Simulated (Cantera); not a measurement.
Boron, boron nitride and boron oxide: BCl₃ + O₂ + N₂

Input: 1 mol BCl₃, 0.41 mol O₂, 0.93 mol N₂, at 100000 Pa.

Cantera equilibrium calculation (NASA polynomials, part measured and part estimated; ideal gas, pure solids and liquids). Candidate condensed phases: B, BN, B₂O₃; 25 gas species. The tables' values for BOCl are old estimates; treat these amounts as uncertain. Kinetics and transport are ignored.

```json
[
 {"T (K)": "875", "log p N₂": "-0.37", "log p Cl₂": "-0.43", "log p BCl₃": "-0.75", "log p Cl": "-4.55", "log p B₃O₃Cl₃": "-1.55", "log p BOCl": "-8.42", "log p B₂O₃": "<-12", "log p NO": "-11.45", "n B₂O₃(l)": "0.212"},
 {"T (K)": "950", "log p N₂": "-0.37", "log p Cl₂": "-0.43", "log p BCl₃": "-0.76", "log p Cl": "-3.97", "log p B₃O₃Cl₃": "-1.49", "log p BOCl": "-7.33", "log p B₂O₃": "<-12", "log p NO": "-10.33", "n B₂O₃(l)": "0.201"},
 {"T (K)": "1025", "log p N₂": "-0.37", "log p Cl₂": "-0.43", "log p BCl₃": "-0.77", "log p Cl": "-3.47", "log p B₃O₃Cl₃": "-1.43", "log p BOCl": "-6.41", "log p B₂O₃": "-10.97", "log p NO": "-9.38", "n B₂O₃(l)": "0.192"},
 {"T (K)": "1100", "log p N₂": "-0.37", "log p Cl₂": "-0.43", "log p BCl₃": "-0.78", "log p Cl": "-3.03", "log p B₃O₃Cl₃": "-1.39", "log p BOCl": "-5.62", "log p B₂O₃": "-9.59", "log p NO": "-8.56", "n B₂O₃(l)": "0.184"},
 {"T (K)": "1175", "log p N₂": "-0.38", "log p Cl₂": "-0.43", "log p BCl₃": "-0.79", "log p Cl": "-2.66", "log p B₃O₃Cl₃": "-1.36", "log p BOCl": "-4.94", "log p B₂O₃": "-8.40", "log p NO": "-7.84", "n B₂O₃(l)": "0.177"},
 {"T (K)": "1250", "log p N₂": "-0.38", "log p Cl₂": "-0.43", "log p BCl₃": "-0.80", "log p Cl": "-2.32", "log p B₃O₃Cl₃": "-1.33", "log p BOCl": "-4.33", "log p B₂O₃": "-7.36", "log p NO": "-7.22", "n B₂O₃(l)": "0.171"},
 {"T (K)": "1325", "log p N₂": "-0.38", "log p Cl₂": "-0.44", "log p BCl₃": "-0.81", "log p Cl": "-2.03", "log p B₃O₃Cl₃": "-1.31", "log p BOCl": "-3.80", "log p B₂O₃": "-6.44", "log p NO": "-6.67", "n B₂O₃(l)": "0.166"},
 {"T (K)": "1400", "log p N₂": "-0.38", "log p Cl₂": "-0.44", "log p BCl₃": "-0.81", "log p Cl": "-1.77", "log p B₃O₃Cl₃": "-1.30", "log p BOCl": "-3.33", "log p B₂O₃": "-5.62", "log p NO": "-6.18", "n B₂O₃(l)": "0.161"},
 {"T (K)": "1475", "log p N₂": "-0.38", "log p Cl₂": "-0.45", "log p BCl₃": "-0.82", "log p Cl": "-1.53", "log p B₃O₃Cl₃": "-1.29", "log p BOCl": "-2.91", "log p B₂O₃": "-4.89", "log p NO": "-5.75", "n B₂O₃(l)": "0.157"},
 {"T (K)": "1550", "log p N₂": "-0.39", "log p Cl₂": "-0.47", "log p BCl₃": "-0.83", "log p Cl": "-1.33", "log p B₃O₃Cl₃": "-1.28", "log p BOCl": "-2.53", "log p B₂O₃": "-4.23", "log p NO": "-5.37", "n B₂O₃(l)": "0.153"},
 {"T (K)": "1625", "log p N₂": "-0.39", "log p Cl₂": "-0.49", "log p BCl₃": "-0.84", "log p Cl": "-1.14", "log p B₃O₃Cl₃": "-1.28", "log p BOCl": "-2.18", "log p B₂O₃": "-3.64", "log p NO": "-5.03", "n B₂O₃(l)": "0.148"}
]
```
log p: log10 of the partial pressure in bar; n: condensed amount in mol.

From 875 K to 1625 K the condensed part is B₂O₃(l). The main B-bearing gas is BCl₃ at 875 K and B₃O₃Cl₃ at 1625 K. The share of B in condensed phases is highest at 875 K (42.3 %) and lowest at 1625 K (29.5 %).
